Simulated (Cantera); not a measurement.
## SiH4 + CO2 (silicon oxide and oxynitride deposition)

Feed: 1 mol SiH4, 0.11 mol CO2, equilibrated at 0.140 bar.

Method: chemical equilibrium by Gibbs-energy minimisation in Cantera with the NASA 1993 tables (ideal gas, pure condensed phases). Candidate condensed phases: C, C6H6, C7H8, C8H18, H2O, Si, SiC, SiO2; 123 gas species. Mutual solubility and eutectic melting of coexisting phases are not modelled. The tables hold silica as quartz up to 1696 K and as liquid above; real silica turns to tridymite and cristobalite and melts near 1996 K. Gases not in the tables: Si2H6 and higher silanes. Equilibrium is a limit: real reactors are often held back by kinetics, nucleation or transport.

```tsv
T (°C)	log p H2	log p SiO	log p CO	log p H	log p SiH2	log p CH4	n Si(s)	n SiC(s)	n SiO2(α-quartz)	n SiO2(β-quartz)	n Si(l)
277	-0.85	<-12	<-12	<-12	<-12	-5.62	0.780	0.110	0.110	0	0
377	-0.85	<-12	<-12	<-12	<-12	-5.76	0.780	0.110	0.110	0	0
477	-0.85	<-12	<-12	<-12	<-12	-5.89	0.780	0.110	0.110	0	0
577	-0.85	-12.49	<-12	-11.12	<-12	-6.00	0.780	0.110	0	0.110	0
677	-0.85	-10.24	<-12	-9.68	-11.55	-6.09	0.780	0.110	0	0.110	0
777	-0.85	-8.42	-10.99	-8.52	-10.28	-6.18	0.780	0.110	0	0.110	0
877	-0.85	-6.92	-9.20	-7.55	-9.24	-6.25	0.780	0.110	0	0.110	0
977	-0.85	-5.67	-7.71	-6.74	-8.36	-6.31	0.780	0.110	0	0.110	0
1077	-0.85	-4.61	-6.44	-6.05	-7.61	-6.37	0.780	0.110	0	0.110	0
1177	-0.85	-3.70	-5.34	-5.45	-6.97	-6.42	0.779	0.110	0	0.109	0
1277	-0.86	-2.90	-4.39	-4.93	-6.41	-6.46	0.772	0.109	0	0.101	0
1377	-0.87	-2.21	-3.56	-4.48	-5.94	-6.53	0.740	0.106	0	0.0618	0
1477	-0.90	-1.89	-3.01	-4.08	-5.58	-6.56	0	0.0945	0	0	0.701
```
log p: log10 of the partial pressure in bar; n: condensed amount in mol.

From 277 °C to 477 °C the condensed part is Si(s) + SiC(s) + SiO2(α-quartz). From 577 °C to 1377 °C the condensed part is Si(s) + SiC(s) + SiO2(β-quartz). At 1477 °C the condensed part is Si(l) + SiC(s).
